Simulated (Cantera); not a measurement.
# Equilibrium for abatement and gas-phase synthesis: SO2 + H2

Input: 1 mol SO2, 0.59 mol H2, equilibrated at 1650 K and 15.0 mbar.

Method: chemical equilibrium by Gibbs-energy minimisation in Cantera with the NASA 1993 tables (ideal gas, pure condensed phases). Candidate condensed phases: H2O, H2SO4, S; 19 gas species. Equilibrium is a limit: real reactors are often held back by kinetics, nucleation or transport.

* **x(SO2)**: 0.498
* **x(H2O)**: 0.341
* **x(S2)**: 0.0756
* **x(H2)**: 0.0558
* **x(SO)**: 0.0220
* **x(H2S)**: 0.00352
* **x(SH)**: 0.00181
* **x(S2O)**: 0.00173
* **x(S)**: 0.000445
* **gas amount**: 1.470 mol
* **log10 activity of S(l) (absent)**: -2.82
